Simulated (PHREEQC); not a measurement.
A solution holds 1.4 mmol/kgw Na2S and 2 mmol/kgw MnSO4, at 20 °C. Closed to the air; pH follows from the charge balance.

All values are PHREEQC results (ion-association model, wateq4f.dat), not measurements.

### Question
The ionic strength comes out as 0.00847 mol/kgw. What activity coefficients do SO4-2, Mn+2, MnOH+, NaSO4-, HS- get?

### Answer
SO4-2 0.69, Mn+2 0.70, MnOH+ 0.91, NaSO4- 0.91, HS- 0.91.

This is a speciation only: nothing precipitates in the calculation. The solution is supersaturated, for example in Pyrochroite, MnS(Green), so a real one may precipitate; this is no full list. The polysulfide entries of wateq4f.dat were taken out for this run.
